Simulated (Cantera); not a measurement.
An adiabatic, constant-volume homogeneous reactor starts with CO : H2 : O2 : N2 = 1 : 0.041 : 0.325 : 1.22 (molar parts), at 1300 K and 18.0 bar.

Computed with Cantera and GRI-Mech 3.0 (53 species, 325 reactions). The hydrogen kinetics of GRI-Mech 3.0 are dated; newer H2 mechanisms differ, most at raised pressure. The pressure lies above the range GRI-Mech 3.0 was tuned for (to about 10 atm). Above 3000 K some thermodynamic fits are extrapolated.

Task: Predict: time of steepest temperature rise; temperature at 2.00 s; equilibrium temperature; x(CO) at 2.00 s; x(H2) at 2.00 s; x(O2) at 2.00 s; x(O) at 2.00 s; x(HO2) at 2.00 s; x(NO2) at 2.00 s; x(H2O2) at 2.00 s.

Result: 
```
Property                                                            Result
---------------------------------  ---------------------------------------
time of steepest temperature rise                                  14.3 µs
temperature at 2.00 s                                               3176 K
equilibrium temperature                                             3176 K
x(CO) at 2.00 s                        0.206 (gas-phase equilibrium 0.206)
x(H2) at 2.00 s                    0.00151 (gas-phase equilibrium 0.00151)
x(O2) at 2.00 s                      0.0113 (gas-phase equilibrium 0.0113)
x(O) at 2.00 s                     0.00342 (gas-phase equilibrium 0.00342)
x(HO2) at 2.00 s                   5.74e-6 (gas-phase equilibrium 5.74e-6)
x(NO2) at 2.00 s                   8.31e-6 (gas-phase equilibrium 8.31e-6)
x(H2O2) at 2.00 s                  1.90e-7 (gas-phase equilibrium 1.90e-7)
```
